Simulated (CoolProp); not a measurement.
Saturation properties of diethyl ether (Tc = 467.9 K, pc = 3.717 MPa, ω = 0.282).

Values from CoolProp's reference Helmholtz-energy equation of state, Thol 2014.

```tsv
T (K)	p (MPa)	vapour Z	surface tension (mN/m)
360	0.4785	0.8707	9.41
364.7	0.5367	0.8604	8.89
369.3	0.5985	0.8497	8.39
374	0.6671	0.8383	7.89
378.6	0.7397	0.8265	7.40
383.2	0.8179	0.8141	6.92
387.9	0.9041	0.8008	6.43
392.5	0.9948	0.7871	5.96
397.2	1.094	0.7724	5.49
401.8	1.199	0.7571	5.03
```

It boils at 307.6 K under 1 atm.

Surface tension comes from a separate correlation (Mulero 2014).
